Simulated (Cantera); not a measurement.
Feed: 1 mol AlCl₃, 63 mol N₂, 600 mol H₂, at 0.100 bar.

Cantera equilibrium calculation (NASA polynomials, part measured and part estimated; ideal gas, pure solids and liquids). Candidate condensed phases: Al, AlCl₃, AlN, NH₄Cl; 20 gas species. The numbers say what is thermodynamically allowed, not how fast it happens.

Task: At 1923 K, list the 6 most abundant gas species with their mole fractions, and the condensed phases.

Result: H₂ 0.898, N₂ 0.0946, HCl 0.00301, H 0.00282, AlCl 0.00147, Al 2.21e-5. Condensed: gas only.
